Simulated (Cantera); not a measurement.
A perfectly stirred reactor is fed with 0.773 % CH4, 1.37 % O2, 97.9 % N2, at 3.95 atm; it is held at 1025 K, and followed from long to short residence time.

Cantera simulation using GRI-Mech 3.0 (53 species, 325 reactions); the numbers are that mechanism's predictions, not measurements.

x: mole fraction; the columns are a selection and need not sum to one.

```json
[
 {"τ (s)": "23", "x CH4": "0.000533", "x O2": "0.000844", "x NO": "4.23e-10", "x H": "4.22e-8", "x CO2": "0.00510", "x HCO": "1.15e-10", "x H2": "0.000852"},
 {"τ (s)": "3.4", "x CH4": "(withheld)", "x O2": "(withheld)", "x NO": "2.42e-10", "x H": "(withheld)", "x CO2": "(withheld)", "x HCO": "5.52e-10", "x H2": "(withheld)"},
 {"τ (s)": "0.50", "x CH4": "0.00252", "x O2": "0.00613", "x NO": "2.40e-11", "x H": "1.14e-7", "x CO2": "0.00141", "x HCO": "1.75e-9", "x H2": "0.00136"},
 {"τ (s)": "0.074", "x CH4": "0.00773", "x O2": "0.0137", "x NO": "<1e-12", "x H": "3.52e-12", "x CO2": "2.11e-11", "x HCO": "<1e-12", "x H2": "(withheld)"},
 {"τ (s)": "0.011", "x CH4": "0.00773", "x O2": "0.0137", "x NO": "<1e-12", "x H": "<1e-12", "x CO2": "<1e-12", "x HCO": "<1e-12", "x H2": "5.15e-10"},
 {"τ (s)": "0.0016", "x CH4": "0.00773", "x O2": "0.0137", "x NO": "<1e-12", "x H": "<1e-12", "x CO2": "<1e-12", "x HCO": "<1e-12", "x H2": "7.50e-12"},
 {"τ (s)": "0.00024", "x CH4": "0.00773", "x O2": "0.0137", "x NO": "<1e-12", "x H": "<1e-12", "x CO2": "<1e-12", "x HCO": "<1e-12", "x H2": "<1e-12"}
]
```

Question: Complete the blanks.

Answer: 
- 3.4, x CH4: 0.000964
- 3.4, x O2: 0.00232
- 3.4, x H: 8.31e-8
- 3.4, x CO2: 0.00369
- 3.4, x H2: 0.00101
- 0.074, x H2: 2.30e-8
